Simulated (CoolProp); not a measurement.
Computed with CoolProp (reference Helmholtz-energy equation of state, Zhou 2012).

**Question.** For o-xylene, give the phase and the density (kg/m³), isothermal compressibility (1/MPa), fugacity coefficient at 374.7 K and 2990 kPa; 285.1 K and 14000 kPa.

**Answer.** 
- 374.7 K and 2990 kPa: liquid; density 813, isothermal compressibility 0.00134, fugacity coefficient 0.0104
- 285.1 K and 14000 kPa: liquid; density 896, isothermal compressibility 0.000672, fugacity coefficient 5.75e-5
